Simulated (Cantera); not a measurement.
## Thermodynamics of hydrogen reduction and annealing atmospheres, feed TiO2 + H2 + H2O

Input: 1 mol TiO2, a varied amount of H2, 0.35 mol H2O, at 1550 K and 0.293 Torr.

Method: chemical equilibrium by Gibbs-energy minimisation in Cantera with the NASA 1993 tables (ideal gas, pure condensed phases). Candidate condensed phases: H2O, Ti, TiO, TiO2, Ti2O3, Ti3O5, Ti4O7; 12 gas species. Mutual solubility and eutectic melting of coexisting phases are not modelled. Condensed phases not in the tables: Magnéli phases beyond Ti4O7. The numbers say what is thermodynamically allowed, not how fast it happens.

```
n(H2) (mol)  log p H2  log p H2O  log p H  log p OH  log p TiO  log p TiO2  log p O  n Ti4O7(s)  n Ti3O5(s)  n Ti2O3(s)
-----------  --------  ---------  -------  --------  ---------  ----------  -------  ----------  ----------  ----------
27              -3.42      -5.07    -6.21     -9.33     -12.35      -11.31   -12.20       0.250           0           0
43              -3.42      -5.27    -6.21     -9.54     -12.20      -11.36   -12.40       0.250           0           0
69              -3.41      -5.47    -6.21     -9.74     -12.05      -11.41   -12.61       0.250           0           0
110             -3.41      -5.62    -6.21     -9.89     -11.94      -11.45   -12.75           0       0.333           0
180             -3.41      -5.83    -6.21    -10.10     -11.79      -11.52   -12.97           0       0.333           0
280             -3.41      -6.02    -6.21    -10.29     -11.67      -11.58   -13.16           0       0.333           0
450             -3.41      -6.23    -6.21    -10.50     -11.53      -11.65   -13.37           0       0.333           0
720             -3.41      -6.43    -6.21    -10.70     -11.39      -11.72   -13.57           0       0.333           0
1100            -3.41      -6.62    -6.21    -10.89     -11.27      -11.78   -13.75           0       0.333           0
1800            -3.41      -6.75    -6.21    -11.02     -11.18      -11.83   -13.88           0      0.0401       0.440
```
log p: log10 of the partial pressure in bar; n: condensed amount in mol.

From 27 mol H2 to 69 mol H2 the condensed part is Ti4O7(s). From 110 mol H2 to 1100 mol H2 the condensed part is Ti3O5(s). At 1800 mol H2 the condensed part is Ti2O3(s) + Ti3O5(s). The main Ti-bearing gas is TiO2 at 27 mol H2 and TiO at 1800 mol H2.
